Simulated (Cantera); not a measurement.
An isothermal, constant-pressure homogeneous reactor starts with NO : N2 = 1 : 0.11 (molar parts), at 2100 K and 4100 Pa.

Detailed kinetics in Cantera: GRI-Mech 3.0 (53 species, 325 reactions). Radical loss at walls, strong at low pressure, is not modelled.

One state of this run: x NO = 0.137; x O = 0.00428; x NO2 = 5.45e-5; x N2 = 0.480; x N2O = 4.43e-6. x: mole fraction; the columns are a selection and need not sum to one.

Q: Which value of t (s) does it belong to?
A. 0.0193
B. 3.00
C. 3.53e-5
D. 0.241

A: B, 3.00
